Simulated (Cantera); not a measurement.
## Adiabatic ignition

An adiabatic, constant-volume homogeneous reactor starts with CH₄ : O₂ : N₂ = 1 : 1.43 : 4.43 (molar parts), at 1350 K and 150000 Pa.

Model: GRI-Mech 3.0 (53 species, 325 reactions), integrated in Cantera.

```csv
t (s),T (K),P (bar),x CH₄,x O₂,x CO,x C₂H₆,x CH₂,x H₂
2.00e-6,1350,1.50,0.146,0.208,<1e-12,<1e-12,<1e-12,2.65e-9
5.22e-6,1350,1.50,0.146,0.208,<1e-12,2.53e-12,<1e-12,7.80e-9
1.36e-5,1350,1.50,0.146,0.208,6.46e-12,4.85e-11,<1e-12,2.29e-8
3.56e-5,1350,1.50,0.146,0.208,1.28e-10,1.03e-9,<1e-12,7.57e-8
9.28e-5,1350,1.50,0.146,0.208,3.17e-9,2.95e-8,<1e-12,3.50e-7
0.000242,1350,1.50,0.146,0.208,1.19e-7,1.22e-6,5.55e-12,2.80e-6
0.000632,1351,1.50,0.146,0.208,4.53e-6,2.84e-5,3.17e-11,2.33e-5
0.00165,1355,1.51,0.145,0.208,9.23e-5,0.000207,9.70e-11,0.000162
0.00431,2779,3.48,0.000323,0.0218,0.110,4.71e-8,0.000172,0.0695
0.0112,2992,3.71,1.30e-12,0.00355,0.0965,<1e-12,4.17e-12,0.0669
0.0294,2992,3.71,1.30e-12,0.00355,0.0965,<1e-12,4.17e-12,0.0669
0.0766,2992,3.71,1.30e-12,0.00355,0.0965,<1e-12,4.17e-12,0.0669
0.200,2992,3.71,1.30e-12,0.00355,0.0965,<1e-12,4.17e-12,0.0669
```
x: mole fraction; the columns are a selection and need not sum to one.

```json
{
  "time_of_steepest_temperature_rise": "4.31 ms",
  "temperature at 0.200 s": "2992 K",
  "equilibrium_temperature": "2992 K",
  "x(CH₄) at 0.200 s": "1.30e-12 (gas-phase equilibrium 1.57e-12)",
  "x(O₂) at 0.200 s": "0.00355 (gas-phase equilibrium 0.00355)",
  "x(CO) at 0.200 s": "0.0965 (gas-phase equilibrium 0.0965)"
}
```
